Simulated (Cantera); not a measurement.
Source: NASA polynomial tables (part measured, part estimated), evaluated in Cantera. Values are per mole of reaction as written; species without (g) are pure solids or liquids, kept so even where they would boil at 1 bar.

2 CF4(g) + Pb = PbF2 + 2 CF3(g)

| T (K) | ΔH° (kJ) | ΔS° (J/K) | ΔG° (kJ) | log10 K | condensed phases |
|---|---|---|---|---|---|
| 998 | ? | ? | ? | ? | Pb(l), PbF2(s) |
| 1148 | 283.5 | 99.6 | 169.1 | -7.70 | Pb(l), PbF2(l) |
| 1298 | 288.6 | 103.8 | 153.9 | -6.19 | Pb(l), PbF2(l) |
| 1448 | 293.7 | 107.5 | 138.0 | -4.98 | Pb(l), PbF2(l) |
| 1598 | 298.7 | 110.8 | 121.6 | -3.98 | Pb(l), PbF2(l) |
| 1748 | ? | ? | ? | ? | Pb(l), PbF2(l) |

**Question.** Some entries are withheld; supply them.

**Answer.** 
- 998, ΔH° (kJ): 266.4
- 998, ΔS° (J/K): 84.1
- 998, ΔG° (kJ): 182.5
- 998, log10 K: -9.55
- 1748, ΔH° (kJ): 303.7
- 1748, ΔS° (J/K): 113.8
- 1748, ΔG° (kJ): 104.8
- 1748, log10 K: -3.13
